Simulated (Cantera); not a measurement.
A perfectly stirred reactor is fed with CH4 : H2 : O2 : N2 : H2O = 1 : 0.86 : 3.98 : 15 : 4.8 (molar parts), at 10500 Torr; it is adiabatic with a 725 K inlet, and is followed from long to short residence time, starting on the burning branch (τ in s: 0.1, 0.045, 0.02, 0.0086, 0.0038, 0.0017, 0.00073, 0.00032, 0.00014, 6.2e-05, 2.7e-05, 1.2e-05, 5.2e-06).

Cantera simulation using GRI-Mech 3.0 (53 species, 325 reactions); the numbers are that mechanism's predictions, not measurements. The pressure lies above the range GRI-Mech 3.0 was tuned for (to about 10 atm).

| quantity | before | after |
|---|---|---|
| blow-out, bracketed by the residence times tried | burning at 0.320 ms, out at 0.140 ms | burning at 0.320 ms, out at 0.140 ms |
| x(CH4) at τ = 0.100 s | 2.42e-6 | 3.64e-6 |
| x(H2) at τ = 0.100 s | 2.13e-5 | 1.43e-5 |
| x(O2) at τ = 0.100 s | 0.0614 | 0.0671 |
| x(HCO) at τ = 0.100 s | 7.51e-10 | 8.06e-10 |
| x(C2H2) at τ = 0.100 s | 7.07e-10 | 1.70e-9 |
| x(CH4) at τ = 0.730 ms | 0.000162 | 0.000285 |
| x(H2) at τ = 0.730 ms | 0.000475 | 0.000522 |
| x(O2) at τ = 0.730 ms | 0.0627 | 0.0692 |
| x(HCO) at τ = 0.730 ms | 1.04e-7 | 1.14e-7 |
| x(C2H2) at τ = 0.730 ms | 1.16e-6 | 2.99e-6 |

Q: Name the change that produced these shifts.
A) pressure from 10500 Torr to 2480 Torr
B) H2O 4.8 to 3.3 parts
C) inlet temperature 725 to 525 K
D) H2 0.86 to 0.59 parts

A: D, H2 0.86 to 0.59 parts
